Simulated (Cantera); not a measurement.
A freely propagating, adiabatic, planar premixed flame of H2 : O2 : N2 = 1 : 0.192 : 0.723 (molar parts), equivalence ratio 2.6, unburnt at 498 K and 7.90 bar; mixture-averaged transport, grid criteria slope 0.08 and curve 0.16, no radiation.

Cantera simulation using the H2/O2 subset of GRI-Mech 3.0, which has no nitrogen chemistry; the numbers are that mechanism's predictions, not measurements. The hydrogen kinetics of GRI-Mech 3.0 are dated; newer H2 mechanisms differ, most at raised pressure. Burning velocities carry a grid error of a few per cent, more on coarse grids.

Question: What does this change do: inlet temperature 498 to 398 K?

Answer: 
| quantity | before | after |
|---|---|---|
| laminar burning velocity | 510 cm/s | 325 cm/s |
| thermal thickness | 0.0335 mm | 0.0330 mm |
| peak x(H2O2) | 8.95e-5 | 0.000130 |
| peak x(OH) | 0.00148 | 0.00112 |
| peak x(HO2) | 0.00111 | 0.00116 |
